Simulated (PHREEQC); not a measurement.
Dissolve 0.0026 mol/kgw H2SO4, 0.0038 mol/kgw LiCl and 0.055 mol/kgw MnSO4 at 20 °C. Closed to the air; pH follows from the charge balance.

All values are PHREEQC results (ion-association model, phreeqc.dat), not measurements.

Precipitation was switched off in this run.

Question: Order these Mn species by the share of Mn that they hold, largest first: MnCl+, MnSO4, Mn+2.

Answer: Mn+2 (61 %), MnSO4 (39 %), MnCl+ (0.32 %)

The pH is 2.68 and the ionic strength 0.140 mol/kgw.
